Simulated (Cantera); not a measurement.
Charge: 1 mol SiO2, 0.38 mol CH4, 0.26 mol CO, equilibrated at 13.3 mbar.

Cantera equilibrium calculation (NASA polynomials, part measured and part estimated; ideal gas, pure solids and liquids). Candidate condensed phases: C, C6H6, C7H8, C8H18, H2O, Si, SiC, SiO2; 123 gas species. Mutual solubility and eutectic melting of coexisting phases are not modelled. The tables hold silica as quartz up to 1696 K and as liquid above; real silica turns to tridymite and cristobalite and melts near 1996 K. Kinetics and transport are ignored.

**Question.** Which condensed phases are stable at each of these points (T (K)): 873, 948, 1023, 1098, 1173, 1248, 1323, 1398, 1473, 1548, 1623, 1698?

**Answer.** 
```
T (K)                       condensed phases  Si condensed (%)
-----  -------------------------------------  ----------------
873             C(graphite) + SiO2(β-quartz)             100.0
948             C(graphite) + SiO2(β-quartz)             100.0
1023            C(graphite) + SiO2(β-quartz)             100.0
1098            C(graphite) + SiO2(β-quartz)             100.0
1173            C(graphite) + SiO2(β-quartz)             100.0
1248            C(graphite) + SiO2(β-quartz)             100.0
1323            C(graphite) + SiO2(β-quartz)             100.0
1398   C(graphite) + SiC(s) + SiO2(β-quartz)             100.0
1473                 SiC(s) + SiO2(β-quartz)              99.7
1548                 SiC(s) + SiO2(β-quartz)              97.7
1623                 SiC(s) + SiO2(β-quartz)              85.6
1698                         SiO2(condensed)              62.0
```

From 873 K to 1323 K the condensed part is C(graphite) + SiO2(β-quartz). At 1398 K the condensed part is C(graphite) + SiC(s) + SiO2(β-quartz). From 1473 K to 1623 K the condensed part is SiC(s) + SiO2(β-quartz). At 1698 K the condensed part is SiO2(condensed).
